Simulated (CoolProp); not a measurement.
Vapour-liquid equilibrium of trans-2-butene (1) + acetone (2) at 0.504 MPa; x and y are mole fractions of (1).

Computed with CoolProp (multi-fluid Helmholtz-energy mixture model, Lemmon 2005 and Lemmon 2006; pair parameters Bell 2016).

Problem. Give the bubble temperature and the first vapour's composition at x = 0.35, 0.8, 0.95. Is there an azeotrope?

Solution. x = 0.35: 67.1 °C, y = 0.766; x = 0.8: 55.0 °C, y = 0.908; x = 0.95: 52.4 °C, y = 0.970. No azeotrope shows between x = 0.05 and 0.95.

The pair parameters rest on a limited set of measurements; away from them the model extrapolates.
